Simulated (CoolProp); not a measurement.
The fluid at 293.15 K and 4.17 MPa is throttled through a valve to 1.87 MPa with no heat exchange. The same conditions are run with several fluids, on thermodynamics alone (safety and materials aside).

Model: reference Helmholtz-energy equation of state of each fluid (sulfur hexafluoride: Guder 2009; R142b: Lemmon 2006; R1233zd(E): Akasaka 2022; benzene: Thol 2012; R113: Marx 1992), in CoolProp.

```tsv
fluid	temperature change (K)	final phase	final density (kg/m³)
sulfur hexafluoride	-4.7	two-phase, vapour fraction 0.055	1010
R142b	+0.6	liquid	1130
R1233zd(E)	+0.7	liquid	1280
benzene	+1.0	liquid	879
R113	+0.9	liquid	1580
```
